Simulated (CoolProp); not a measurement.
Tetrahydrofuran along the isotherm 547.9 K: fugacity coefficient from the reference equation and from simpler models built on Tc = 540.2 K, pc = 5304 kPa, ω = 0.234; each cubic takes its own stable root.

Values from CoolProp's reference Helmholtz-energy equation of state, Fiedler 2023.

```tsv
p (kPa)	phase	reference	van der Waals	Redlich-Kwong	Soave-Redlich-Kwong	Peng-Robinson
3320	gas	0.8002	0.8216	0.8017	0.8030	0.7850
6630	supercritical	0.5810	0.6152	0.5902	0.5946	0.5712
9950	supercritical	0.4299	0.4748	0.4453	0.4493	0.4265
13300	supercritical	0.3538	0.4059	0.3717	0.3753	0.3524
16600	supercritical	0.3100	0.3682	0.3292	0.3326	0.3092
19900	supercritical	0.2820	0.3460	0.3022	0.3054	0.2812
23200	supercritical	0.2632	0.3333	0.2841	0.2872	0.2620
26500	supercritical	0.2502	0.3267	0.2720	0.2750	0.2486
29800	supercritical	0.2413	0.3246	0.2638	0.2668	0.2391
33200	supercritical	0.2351	0.3259	0.2585	0.2614	0.2322
36500	supercritical	0.2314	0.3300	0.2555	0.2585	0.2277
39800	supercritical	0.2293	0.3364	0.2543	0.2574	0.2248
43100	supercritical	0.2286	0.3449	0.2546	0.2577	0.2232
46400	supercritical	0.2292	0.3552	0.2561	0.2592	0.2228
49700	supercritical	0.2307	0.3674	0.2586	0.2618	0.2232
53000	supercritical	0.2330	0.3813	0.2621	0.2653	0.2245
```
